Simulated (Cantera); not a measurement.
An adiabatic, constant-pressure homogeneous reactor starts with H₂ : O₂ : N₂ = 1 : 1.47 : 5.53 (molar parts), at 1200 K and 1.00 bar. Integrator tolerance rtol = 1e-08.

Model: the H2/O2 subset of GRI-Mech 3.0, which has no nitrogen chemistry, integrated in Cantera.

Q: What does this change do: initial temperature 1200 to 1048 K?

A: 
```tsv
quantity	before	after
time of steepest temperature rise	52.4 µs	0.162 ms
temperature at 3.00 s	2077 K	1944 K
equilibrium temperature	2077 K	1944 K
x(H₂) at 3.00 s	0.000186 (gas-phase equilibrium 0.000186)	6.95e-5 (gas-phase equilibrium 6.95e-5)
x(O₂) at 3.00 s	0.128 (gas-phase equilibrium 0.128)	0.129 (gas-phase equilibrium 0.129)
x(H₂O₂) at 3.00 s	1.12e-7 (gas-phase equilibrium 1.12e-7)	7.30e-8 (gas-phase equilibrium 7.30e-8)
x(OH) at 3.00 s	0.00299 (gas-phase equilibrium 0.00299)	0.00158 (gas-phase equilibrium 0.00158)
x(O) at 3.00 s	0.000425 (gas-phase equilibrium 0.000425)	0.000156 (gas-phase equilibrium 0.000156)
```

Q: What does this change do: initial temperature 1200 to 1323 K?

A: 
```csv
quantity,before,after
time of steepest temperature rise,52.4 µs,29.4 µs
temperature at 3.00 s,2077 K,2180 K
equilibrium temperature,2077 K,2180 K
x(H₂) at 3.00 s,0.000186 (gas-phase equilibrium 0.000186),0.000370 (gas-phase equilibrium 0.000370)
x(O₂) at 3.00 s,0.128 (gas-phase equilibrium 0.128),0.128 (gas-phase equilibrium 0.128)
x(H₂O₂) at 3.00 s,1.12e-7 (gas-phase equilibrium 1.12e-7),1.50e-7 (gas-phase equilibrium 1.50e-7)
x(OH) at 3.00 s,0.00299 (gas-phase equilibrium 0.00299),0.00465 (gas-phase equilibrium 0.00465)
x(O) at 3.00 s,0.000425 (gas-phase equilibrium 0.000425),0.000857 (gas-phase equilibrium 0.000857)
```
